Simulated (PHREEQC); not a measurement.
## Phosphoric acid bath: speciation

Dissolve 34 mmol/kgw KH2PO4 and 1.8 mmol/kgw HNO3 at 45 °C. Closed to the air; pH follows from the charge balance.

Computed with PHREEQC (ion-association model, phreeqc.dat).

Each row changes one thing in this solution. This is a speciation only: nothing precipitates in the calculation.

| case | pH | ionic strength (mol/kgw) |
|---|---|---|
| as made | 3.53 | 0.0343 |
| temperature from 45 to 85 °C | 3.66 | 0.0343 |
| HNO3 from 0.0018 to 0.0009 mol/kgw | 3.83 | 0.0342 |
| KH2PO4 from 0.034 to 0.0068 mol/kgw | 3.06 | 0.00774 |
| KH2PO4 left out | 2.77 | 0.00180 |
| 0.014 mol/kgw K2SiO3 added | 7.34 | 0.0859 |
| HNO3 from 0.0018 to 0.00018 mol/kgw | 4.37 | 0.0341 |

Some of these states are supersaturated (in SiO2(a), Quartz (slow to form), for instance). Constants without temperature data keep their 25 °C values here.
